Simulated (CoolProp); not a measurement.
Vapour-liquid equilibrium of n-octane (1) + n-dodecane (2) at 0.179 bar; x and y are mole fractions of (1).

The numbers come from the multi-fluid Helmholtz-energy mixture model, Beckmüller 2019 and Lemmon 2004; pair parameters Bell 2016 in CoolProp.

Q: Give the bubble temperature and the first vapour's composition at x = 0.2, 0.575, 0.875. Is there an azeotrope?

A: x = 0.2: 390.4 K, y = 0.801; x = 0.575: 361.2 K, y = 0.973; x = 0.875: 349.6 K, y = 0.996. No azeotrope shows between x = 0.05 and 0.95.

Pair parameters are fitted to limited data, so mixtures are less certain than the pure fluids.
